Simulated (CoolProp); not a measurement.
Computed with CoolProp (reference Helmholtz-energy equation of state, de Vries 1995).

Q: For R124, give the phase and the Z, viscosity (µPa s), Prandtl number at 168.7 K and 29.6 kPa; 269.9 K and 1090 kPa; 220.1 K and 150 kPa.

A: 
- 168.7 K and 29.6 kPa: liquid; Z 0.00167, viscosity 2430, Prandtl number 20.2
- 269.9 K and 1090 kPa: liquid; Z 0.0457, viscosity 359, Prandtl number 4.83
- 220.1 K and 150 kPa: liquid; Z 0.00703, viscosity 734, Prandtl number 7.60

Viscosity comes from a separate model (Bell 2016), an estimate that may be off by 10 % or more. Thermal conductivity comes from a separate model (Huber 2003), an estimate that may be off by 10 % or more.
